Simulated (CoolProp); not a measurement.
Sulfur hexafluoride along the isobar 1.26 MPa: density (kg/m³) from the reference equation and from simpler models built on Tc = 318.7 K, pc = 3.755 MPa, ω = 0.210; each cubic takes its own stable root.

The numbers come from the reference Helmholtz-energy equation of state, Guder 2009 in CoolProp.

```tsv
T (K)	phase	reference	van der Waals	Redlich-Kwong	Soave-Redlich-Kwong
258.9	liquid	?	106.7	1484	1546
281	gas	?	93.33	97.35	98.59
303.2	gas	?	83.51	85.55	85.87
325.3	gas	76.77	75.90	76.98	76.88
347.4	gas	69.92	69.74	?	69.99
369.5	gas	64.44	?	64.87	64.46
391.6	gas	59.90	60.27	60.34	59.88
413.7	gas	56.05	56.52	56.49	56.00
435.9	gas	52.72	53.23	53.14	52.65
```

Q: Complete the blanks.

A: 
- 258.9, reference: 1657
- 281, reference: 99.12
- 303.2, reference: 85.82
- 347.4, Redlich-Kwong: 70.29
- 369.5, van der Waals: 64.62

At some of these states van der Waals gives the other phase, because its saturation line lies elsewhere.
